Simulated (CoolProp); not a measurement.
Saturation properties of R365MFC.

Computed with CoolProp (reference Helmholtz-energy equation of state, Lemmon 2016).

| T (K) | p (MPa) | vapour density (kg/m³) | enthalpy of vaporisation (kJ/kg) | liquid cp (kJ/(kg K)) |
|---|---|---|---|---|
| 255.2 | 0.006967 | 0.4894 | 213.9 | 1.301 |
| 262.4 | 0.01050 | 0.7189 | 210.8 | 1.313 |
| 269.7 | 0.01549 | 1.035 | 207.7 | 1.325 |
| 277 | 0.02229 | 1.455 | 204.6 | 1.337 |
| 284.2 | 0.03122 | 1.996 | 201.5 | 1.350 |
| 291.5 | 0.04306 | 2.697 | 198.3 | 1.364 |
| 298.7 | 0.05804 | 3.570 | 195.0 | 1.378 |
| 306 | 0.07723 | 4.671 | 191.7 | 1.393 |

It boils at 313.3 K under 1 atm.
